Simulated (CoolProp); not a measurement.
R1336mzz(E) along the isobar 0.88 MPa: density (kg/m³) from the reference equation and from simpler models built on Tc = 403.5 K, pc = 2.779 MPa, ω = 0.413; each cubic takes its own stable root.

Values from CoolProp's reference Helmholtz-energy equation of state, Akasaka 2023.

```csv
T (K),phase,reference
314.9,liquid,1275
322.2,liquid,1250
329.5,liquid,1223
336.8,liquid,1194
344.1,liquid,1162
351.5,gas,63.81
358.8,gas,60.86
366.1,gas,58.32
373.4,gas,56.10
380.7,gas,54.12
388,gas,52.34
395.4,gas,50.70
402.7,gas,49.22
410,gas,47.86
```

How far does each simpler model (van der Waals, Redlich-Kwong, Soave-Redlich-Kwong, Peng-Robinson) lie from the reference over these 14 states: mean and median of the absolute difference, and the worst?


- van der Waals: mean 36.8 %, median 6.7 %, worst -94.8 % at 344.1 K and 0.88 MPa
- Redlich-Kwong: mean 19.3 %, median 3.4 %, worst -94.6 % at 344.1 K and 0.88 MPa
- Soave-Redlich-Kwong: mean 5.9 %, median 1.6 %, worst -15.6 % at 344.1 K and 0.88 MPa
- Peng-Robinson: mean 1.3 %, median 0.6 %, worst -4.2 % at 344.1 K and 0.88 MPa

At some of these states van der Waals, Redlich-Kwong gives the other phase, because its saturation line lies elsewhere.
